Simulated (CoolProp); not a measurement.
Vapour-liquid equilibrium of n-hexane (1) + p-xylene (2) at 322.2 K; x and y are mole fractions of (1).

The numbers come from the multi-fluid Helmholtz-energy mixture model, Thol 2019 and Zhou 2012; pair parameters Bell 2016 in CoolProp.

| x | bubble pressure, mixture model (kPa) | bubble pressure, Raoult's law (kPa) | y, mixture model | y, Raoult's law |
|---|---|---|---|---|
| 0.05 | 7.429 | 6.558 | 0.467 | 0.398 |
| 0.2 | 16.22 | 13.77 | 0.790 | 0.759 |
| 0.35 | 23.80 | 20.99 | 0.879 | 0.871 |
| 0.5 | 30.59 | 28.20 | 0.924 | 0.926 |
| 0.65 | 36.97 | 35.42 | 0.953 | 0.959 |
| 0.8 | 43.29 | 42.63 | 0.975 | 0.981 |
| 0.95 | 49.92 | 49.85 | 0.994 | 0.996 |

The largest gap from Raoult's law is +17.8 % in bubble pressure, at x = 0.2. No azeotrope shows between x = 0.05 and 0.95.

The pair parameters rest on a limited set of measurements; away from them the model extrapolates.
